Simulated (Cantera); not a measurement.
A Cantera script and what it prints.

```python
import numpy as np
import cantera as ct

gas_names = [...]  # 113 gases of nasa_gas.yaml made of C, Cu, H, O
cond_names = """
    C(gr) C6H6(L) C7H8(L) C8H18(L),n-octa Cu(cr) Cu(L) CuO(s) CuO2H2(s) Cu2O(s) Cu2O(L) H2O(s) H2O(L)
""".split()


# ... load() reads the species with a 1 bar reference pressure and builds the phases ...
atoms = {
    'Cu': {'Cu': 1},
    'CO2': {'C': 1, 'O': 2},
    'H2': {'H': 2},
}
top_T = {'C(gr)': 4500, 'CuO(s)': 1390}  # K; cautious upper limits of use, not melting points


# ... equilibrate(T, P, feed) seeds the gas with the atoms and calls Mixture.equilibrate('TP', solver="vcs", rtol=1e-11, max_steps=5000) ...
results = []
feed = {'Cu': 1, 'CO2': 0.75, 'H2': 89}  # mol
P = 100000  # Pa
for T in [775, 875, 975, 1075, 1175, 1275, 1375, 1475]:
    mix = equilibrate(T, P, feed)
    results.append((T, P, feed, dict(zip(mix.species_names, mix.species_moles))))
    x = sorted(zip(gas.X, gas.species_names), reverse=True)
    print(f"T = {T:g} K  P = {P:g} Pa  gas = {mix.phase_moles(0):.4g} mol")
    print("   x: " + "  ".join(f"{s} {v:.3e}" for v, s in x if v > 1e-06))
    print("   condensed (mol): " + ("  ".join(f"{mix.phase(i).name} {mix.phase_moles(i):.4g}"
          for i in range(1, mix.n_phases) if mix.phase_moles(i) > 1e-12) or "none"))
```

It prints:

```
T = 775 K  P = 100000 Pa  gas = 88.25 mol
   x: H2 9.745e-01  H2O 1.700e-02  CH4 8.497e-03  CO 1.690e-06
   condensed (mol): Cu(cr) 1
T = 875 K  P = 100000 Pa  gas = 88.27 mol
   x: H2 9.746e-01  H2O 1.690e-02  CH4 8.407e-03  CO 8.624e-05  CO2 3.946e-06
   condensed (mol): Cu(cr) 1
T = 975 K  P = 100000 Pa  gas = 88.52 mol
   x: H2 9.762e-01  H2O 1.536e-02  CH4 6.921e-03  CO 1.513e-03  CO2 3.805e-05
   condensed (mol): Cu(cr) 1
T = 1075 K  P = 100000 Pa  gas = 89.26 mol
   x: H2 9.805e-01  H2O 1.106e-02  CO 5.609e-03  CH4 2.725e-03  CO2 6.804e-05
   condensed (mol): Cu(cr) 1
T = 1175 K  P = 100000 Pa  gas = 89.65 mol
   x: H2 9.828e-01  H2O 8.863e-03  CO 7.759e-03  CH4 5.517e-04  CO2 5.467e-05
   condensed (mol): Cu(cr) 1
T = 1275 K  P = 100000 Pa  gas = 89.73 mol
   x: H2 9.832e-01  H2O 8.416e-03  CO 8.216e-03  CH4 1.003e-04  CO2 4.228e-05
   condensed (mol): Cu(cr) 1
T = 1375 K  P = 100000 Pa  gas = 89.75 mol
   x: H2 9.833e-01  H2O 8.344e-03  CO 8.301e-03  CO2 3.407e-05  CH4 2.166e-05  H 3.398e-06
   condensed (mol): Cu(L) 0.9999
T = 1475 K  P = 100000 Pa  gas = 89.75 mol
   x: H2 9.833e-01  H2O 8.334e-03  CO 8.322e-03  CO2 2.841e-05  H 1.286e-05  CH4 5.694e-06  Cu 5.359e-06
   condensed (mol): Cu(L) 0.9995
```

Cantera equilibrium calculation (NASA polynomials, part measured and part estimated; ideal gas, pure solids and liquids).
